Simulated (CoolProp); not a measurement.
Vapour-liquid equilibrium of R143a (1) + isobutane (2) at 267.4 K; x and y are mole fractions of (1).

Computed with CoolProp (multi-fluid Helmholtz-energy mixture model, Lemmon and Jacobsen 2000 and Bücker 2006; pair parameters Bell 2016).

Question: Give the bubble pressure and the first vapour's composition at x = 0.05, 0.35, 0.55. Is there an azeotrope?

Answer: x = 0.05: 0.1989 MPa, y = 0.372; x = 0.35: 0.3977 MPa, y = 0.730; x = 0.55: 0.4470 MPa, y = 0.789. No azeotrope shows between x = 0.05 and 0.95.

Pair parameters are fitted to limited data, so mixtures are less certain than the pure fluids. With so large a gap from Raoult's law the liquid may split in two, which this calculation doesn't test in full.
